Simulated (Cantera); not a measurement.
Diamond growth

A diamond (100) surface in a fixed gas of H2 with x(CH4) = 0.0055, x(CH3) = 0.00045, at 1175 K, 113 Torr; coverages are run to steady state.

Detailed kinetics in Cantera: the Harris–Goodwin 1993 mechanism for the reconstructed diamond (100) surface.

| x(H) | growth (µm/h) | θ c6HH | θ c6H* | θ c6*H | θ c6** | θ c6HM |
|---|---|---|---|---|---|---|
| 0.0001 | 1.68 | 0.588 | 0.0253 | 0.341 | 0.00403 | 0.0216 |
| 0.00025 | 4.78 | 0.508 | 0.0300 | 0.403 | 0.00908 | 0.0269 |
| 0.00061 | 11.3 | 0.467 | 0.0323 | 0.434 | 0.0153 | 0.0289 |
| 0.0015 | 22.8 | 0.451 | 0.0336 | 0.451 | 0.0206 | 0.0258 |
| 0.0037 | 38.0 | 0.447 | 0.0345 | 0.463 | 0.0242 | 0.0183 |
| 0.0093 | 52.2 | 0.449 | 0.0354 | 0.472 | 0.0262 | 0.0102 |
| 0.023 | 61.3 | 0.452 | 0.0362 | 0.477 | 0.0273 | 0.00491 |
| 0.057 | 66.2 | 0.453 | 0.0375 | 0.478 | 0.0280 | 0.00215 |
| 0.14 | 69.3 | 0.453 | 0.0402 | 0.476 | 0.0288 | 0.000916 |
θ: site fractions in the mechanism's names (c6HH fully hydrogenated, c6H* and c6*H radical sites, c6** diradical, c6HM methylated).
